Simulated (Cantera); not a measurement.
An isothermal, constant-pressure homogeneous reactor starts with CH4 : H2 : N2 : H2O = 0.042 : 1 : 0.002 : 0.0051 (molar parts), at 1423 K and 0.0345 atm.

Cantera simulation using GRI-Mech 3.0 (53 species, 325 reactions); the numbers are that mechanism's predictions, not measurements. GRI-Mech 3.0 stops at C3 and has no aromatics, soot or wall deposition, so with more carbon than oxygen in the feed, carbon stays in small species such as C2H2 where larger ones or solid carbon would form. Radical loss at walls, strong at low pressure, is not modelled.

Problem. Predict: x(CH4) at 40.0 s; x(H2) at 40.0 s; x(C2H2) at 40.0 s; x(H) at 40.0 s; x(C2H4) at 40.0 s.

Solution. 
```
Quantity                                              Value
-----------------  ----------------------------------------
x(CH4) at 40.0 s     0.0325 (gas-phase equilibrium 0.00752)
x(H2) at 40.0 s         0.957 (gas-phase equilibrium 0.973)
x(C2H2) at 40.0 s    0.00351 (gas-phase equilibrium 0.0121)
x(H) at 40.0 s      2.93e-5 (gas-phase equilibrium 3.53e-5)
x(C2H4) at 40.0 s  9.12e-5 (gas-phase equilibrium 0.000262)
```
